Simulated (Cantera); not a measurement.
What does this Cantera script print?

```python
import numpy as np
import cantera as ct

gas_names = """
    CL CL2 H HCL H2 Si SiCL SiCL2 SiCL3 SiCL4 SiH SiHCL3 SiH2 SiH2CL2 SiH3 SiH3CL SiH4 Si2 Si3
""".split()
cond_names = """
    Si(cr) Si(L)
""".split()


# ... load() reads the species with a 1 bar reference pressure and builds the phases ...
atoms = {
    'SiCl4': {'Si': 1, 'CL': 4},
    'Cl2': {'CL': 2},
    'H2': {'H': 2},
}
top_T = {}  # K; cautious upper limits of use, not melting points


# ... equilibrate(T, P, feed) seeds the gas with the atoms and calls Mixture.equilibrate('TP', solver="gibbs", rtol=1e-10, max_steps=50000) ...
results = []
feed = {'SiCl4': 1, 'Cl2': 0.27, 'H2': 42}  # mol
P = 1000  # Pa
for T in [1150, 1200, 1250, 1300, 1350, 1400, 1450, 1500]:
    mix = equilibrate(T, P, feed)
    results.append((T, P, feed, dict(zip(mix.species_names, mix.species_moles))))

top = {s: max(r[3][s] / sum(r[3][g] for g in gas_names) for r in results) for s in gas_names}
cols = sorted((s for s in top if top[s] > 1e-05), key=lambda s: -top[s])[:5]
seen = [c for c in cond_names if any(r[3].get(c, 0) > 1e-12 for r in results)]
print("log10 of partial pressures in bar; condensed amounts in mol")
print(f"{'T/K':>10s}" + "".join(f"{s[:9]:>10s}" for s in cols + seen))
for T, P, feed, n in results:
    ng = sum(n[g] for g in gas_names)
    print(f"{T:10.4g}" + "".join(f"{np.log10(max(n[s] / ng * P / 1e5, 1e-99)):10.3f}" for s in cols)
          + "".join(f"{n.get(c, 0):10.4g}" for c in seen))
```

Output:

```
log10 of partial pressures in bar; condensed amounts in mol
       T/K        H2       HCL     SiCL2     SiCL4    SiHCL3    Si(cr)
      1150    -2.032    -3.264    -4.154    -4.239    -4.699    0.2631
      1200    -2.035    -3.206    -4.004    -4.529    -4.924    0.2971
      1250    -2.037    -3.175    -3.913    -4.889    -5.200    0.3078
      1300    -2.038    -3.163    -3.861    -5.284    -5.501    0.3043
      1350    -2.039    -3.159    -3.830    -5.683    -5.805    0.2941
      1400    -2.039    -3.159    -3.810    -6.068    -6.098    0.2814
      1450    -2.039    -3.161    -3.795    -6.433    -6.375    0.2679
      1500    -2.039    -3.164    -3.783    -6.778    -6.637    0.2545
```

Equilibrium computed with Cantera from the NASA thermochemical tables; the gas is ideal and each condensed phase is pure. The tables' values for SiCl3 are old estimates; treat these amounts as uncertain.
